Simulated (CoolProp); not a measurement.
Saturated liquid density (kg/m³) of sulfur dioxide: the reference equation beside estimates from Tc = 430.6 K, pc = 7.887 MPa, ω = 0.256. Rackett uses Z = 0.29056 − 0.08775 ω.

Computed with CoolProp (reference Helmholtz-energy equation of state, Gao 2016).

```
T (K)  reference  Rackett  van der Waals  Redlich-Kwong  Soave-Redlich-Kwong  Peng-Robinson
-----  ---------  -------  -------------  -------------  -------------------  -------------
318.9       1306     1289          775.8           1115                 1165           1320
322.2       1296     1279          769.9            [?]                 1154           1309
325.5       1286     1269          763.9           1094                 1144           1297
328.8       1275     1259          757.8           1083                 1133           1285
332         1265     1249            [?]           1072                 1123           1273
335.3       1254     1238          745.5           1061                 1111           1261
338.6       1243     1228          739.1           1049                 1100           1248
341.9       1232     1217          732.5           1037                 1088           1235
345.2       1221     1206          725.9           1025                 1076           1221
348.5       1209     1195          719.0           1013                 1064            [?]
351.8       1198     1184          712.0           1000                 1051           1193
355         1186     1173          705.1          987.8                 1038           1179
358.3       1173     1161          697.8          974.6                 1025           1163
361.6       1161     1149          690.4          961.2                 1011           1148
364.9       1148     1136          682.7          947.4                996.9           1131
```

Problem. Complete the blanks.

Solution. 
- 322.2, Redlich-Kwong: 1104
- 332, van der Waals: 751.8
- 348.5, Peng-Robinson: 1207

Absolute difference from the reference over all 15 rows, mean and median: Rackett 1.2 and 1.2 %, van der Waals 40.6 and 40.5 %, Redlich-Kwong 15.9 and 15.8 %, Soave-Redlich-Kwong 11.8 and 11.7 %, Peng-Robinson 0.7 and 0.6 %.
